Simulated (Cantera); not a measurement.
Mixture: 43.0 % H₂, 12.0 % O₂, 44.7 % N₂, 0.271 % NO, at 4.50 bar, adiabatic and at constant pressure. Ignition delay is the time to a rise of 400 K.

Model: GRI-Mech 3.0 (53 species, 325 reactions), integrated in Cantera. The hydrogen kinetics of GRI-Mech 3.0 are dated; newer H2 mechanisms differ, most at raised pressure. The mechanism lacks 2 NO + O2 → 2 NO2 and HONO, so NO2 and the effect of NO are under-described below about 1400 K.

**Question.** At T0 = 1473 K, what is the delay, and which 6 reactions control it most (d ln τ / d ln k, from doubling and halving each rate constant)?

**Answer.** The delay is 3.61 µs.
```json
[
 {"reaction": "H + O2 <=> O + OH", "d ln τ / d ln k": "-0.73", "faster rate": "shortens it"},
 {"reaction": "H2 + O <=> H + OH", "d ln τ / d ln k": "-0.11", "faster rate": "shortens it"},
 {"reaction": "H2 + OH <=> H + H2O", "d ln τ / d ln k": "-0.06", "faster rate": "shortens it"},
 {"reaction": "H + HO2 <=> H2 + O2", "d ln τ / d ln k": "-0.06", "faster rate": "shortens it"},
 {"reaction": "H + O2 + M <=> HO2 + M", "d ln τ / d ln k": "0.03", "faster rate": "lengthens it"},
 {"reaction": "H + O2 + H2O <=> HO2 + H2O", "d ln τ / d ln k": "-0.03", "faster rate": "shortens it"}
]
```
